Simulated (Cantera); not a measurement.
Cantera run, input and output.

```python
import numpy as np
import cantera as ct

gas = ct.Solution("gri30.yaml")


def delay(T, t_max=10):
    gas.TPX = T, 1100000, {'CH4': 1, 'O2': 2.63, 'N2': 9.89, 'CO2': 0.93}
    reactor = ct.IdealGasConstPressureReactor(gas, clone=False)
    net = ct.ReactorNet([reactor])
    net.rtol, net.atol = 1e-8, 1e-16
    while net.time < t_max:
        t_old, T_old = net.time, reactor.T
        net.step()
        if reactor.T > T + 400:  # ignition: a rise of 400 K
            return t_old + (T + 400 - T_old) / (reactor.T - T_old) * (net.time - t_old)
    return np.nan


taus = []
for T in [1050, 1100, 1150, 1200, 1250, 1300, 1350]:
    taus.append(delay(T))
    print(f"T0 = {T:6g} K   tau = {taus[-1]:.4e} s")
```

Result:

```
T0 =   1050 K   tau = 3.2048e-02 s
T0 =   1100 K   tau = 1.5163e-02 s
T0 =   1150 K   tau = 7.6741e-03 s
T0 =   1200 K   tau = 4.0831e-03 s
T0 =   1250 K   tau = 2.2567e-03 s
T0 =   1300 K   tau = 1.2861e-03 s
T0 =   1350 K   tau = 7.5253e-04 s
```

Computed with Cantera and GRI-Mech 3.0 (53 species, 325 reactions).
